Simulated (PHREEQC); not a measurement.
Consider water at 25 °C with 0.018 mol CsOH, 4.4e-05 mol H4SiO4 and 3.2e-05 mol K2CO3 per kg of water. Closed to the air; pH follows from the charge balance.

The numbers come from PHREEQC with the ion-association model, wateq4f.dat.

```
quantity          before    after
---------------  -------  -------
pH                 12.19    12.48
HCO3- (mol/kgw)  2.95e-7  1.38e-7
```

What was changed between the two runs?
(A) H4SiO4 replaced by (NH4)2SiF6 at the same molality
(B) K2CO3 from 3.2e-05 to 6.4e-06 mol/kgw
(C) K2CO3 from 3.2e-05 to 0.00032 mol/kgw
(D) CsOH from 0.018 to 0.036 mol/kgw
(E) temperature from 25 to 35 °C

D, CsOH from 0.018 to 0.036 mol/kgw

This is a speciation only: nothing precipitates in the calculation.
